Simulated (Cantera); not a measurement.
Feed: 1 mol CuO, 0.56 mol CH4, 0.22 mol CO, held at 2000 K and 1.00 bar.

Method: chemical equilibrium by Gibbs-energy minimisation in Cantera with the NASA 1993 tables (ideal gas, pure condensed phases). Candidate condensed phases: C, C6H6, C7H8, C8H18, Cu, CuO, Cu(OH)2, Cu2O, H2O; 113 gas species. Kinetics and transport are ignored.

Base state: H2 0.395, CO 0.369, H2O 0.191, CO2 0.0391, Cu 0.00431, H 0.00102, OH 4.95e-5, Cu2 1.78e-5 (mole fractions); condensed: Cu(l).

Problem. What changes in the equilibrium state with this change: pressure from 1.00 bar to 13.3 mbar?

Solution. 
```
species      before     after
----------  -------  --------
Cu          0.00431     0.323
H2            0.395     0.264
CO            0.369     0.249
H2O           0.191     0.129
CO2          0.0391    0.0265
Cu2         1.78e-5   0.00133
OH          4.95e-5  0.000353
H           0.00102   0.00723
Cu(l), mol    0.992    0.0792
```

Problem. What changes in the equilibrium state with this change: temperature from 2000 K to 1298.15 K?

Solution. 
| species | before | after |
|---|---|---|
| H2 | 0.395 | 0.430 |
| CO | 0.369 | 0.339 |
| H2O | 0.191 | 0.160 |
| CO2 | 0.0391 | 0.0718 |
| Cu | 0.00431 | 1.51e-7 |
| Cu2 | 1.78e-5 | <1e-9 |
| OH | 4.95e-5 | 3.39e-9 |
| CH4 | 5.91e-9 | 1.24e-5 |
| Cu(l), mol | 0.992 | 0 |
| Cu(s), mol | 0 | 1.00 |

Problem. What changes in the equilibrium state with this change: 0.38 mol CO2 added?

Solution. 
```
species      before     after
----------  -------  --------
CO            0.369     0.407
H2O           0.191     0.258
H2            0.395     0.230
CO2          0.0391    0.0996
Cu          0.00431   0.00431
OH          4.95e-5   8.74e-5
H           0.00102  0.000780
Cu2         1.78e-5   1.78e-5
Cu(l), mol    0.992     0.990
```
